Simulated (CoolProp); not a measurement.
Values from CoolProp's reference Helmholtz-energy equation of state, Lemmon 2006. It is a short technical equation, of lower accuracy than the large ones.

Q: Give the vapour pressure (MPa), liquid density (kg/m³), vapour density (kg/m³), liquid cp (kJ/(kg K)) of saturated nitrous oxide at -58.05, -48.15, -25.15 °C.

A: 
| T (°C) | p (MPa) | liquid density (kg/m³) | vapour density (kg/m³) | liquid cp (kJ/(kg K)) |
|---|---|---|---|---|
| -58.05 | 0.467 | 1140 | 12.5 | 1.77 |
| -48.15 | 0.695 | 1100 | 18.2 | 1.81 |
| -25.15 | 1.54 | 1020 | 39.8 | 1.94 |
